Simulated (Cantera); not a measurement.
A perfectly stirred reactor is fed with 64.2 % CH4, 19.9 % H2O, 15.4 % H2, 0.437 % N2, at 1.01 bar; it is held at 1698 K, and followed from long to short residence time.

Model: GRI-Mech 3.0 (53 species, 325 reactions), integrated in Cantera. GRI-Mech 3.0 stops at C3 and has no aromatics, soot or wall deposition, so with more carbon than oxygen in the feed, carbon stays in small species such as C2H2 where larger ones or solid carbon would form.

One state of this run: x CH4 = 0.491; x H2O = 0.182; x H2 = 0.273; x O2 = 1.29e-11; x HCO = 4.61e-9; x CO2 = 3.75e-6. x: mole fraction; the columns are a selection and need not sum to one.

**Question.** Which value of τ (s) does it belong to?
A) 0.00085
B) 3.1
C) 0.029
D) 0.0027

**Answer.** D, 0.0027
